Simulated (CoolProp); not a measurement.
Values from CoolProp's reference Helmholtz-energy equation of state, Gao 2020.

**Question.** For ammonia, give the phase and the cp (kJ/(kg K)), speed of sound (m/s), expansivity (1/kK), conductivity (mW/(m K)) at 262 K and 160 bar.

**Answer.** 
- 262 K and 160 bar: liquid; cp 4.47, speed of sound 1670, expansivity 1.85, conductivity 617

Thermal conductivity comes from a separate model (Tufeu 1984).
